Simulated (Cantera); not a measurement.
An adiabatic, constant-volume homogeneous reactor starts with 5.24 % C2H4, 18.9 % O2, 71.3 % N2, 4.51 % H2O, equivalence ratio 0.83, at 1150 K and 0.490 bar.

Computed with Cantera and GRI-Mech 3.0 (53 species, 325 reactions). GRI-Mech 3.0 was tuned for natural gas; its chemistry of ethylene as a main component is partial and can be far from experiment.

**Question.** Predict: time of steepest temperature rise; temperature at 2.00 s; equilibrium temperature; x(O2) at 2.00 s; x(H2O) at 2.00 s; x(H2O2) at 2.00 s.

**Answer.** 
```
Property                                                            Result
---------------------------------  ---------------------------------------
time of steepest temperature rise                                  1.04 ms
temperature at 2.00 s                                               2714 K
equilibrium temperature                                             2714 K
x(O2) at 2.00 s                      0.0387 (gas-phase equilibrium 0.0387)
x(H2O) at 2.00 s                       0.124 (gas-phase equilibrium 0.124)
x(H2O2) at 2.00 s                  2.88e-7 (gas-phase equilibrium 2.88e-7)
```
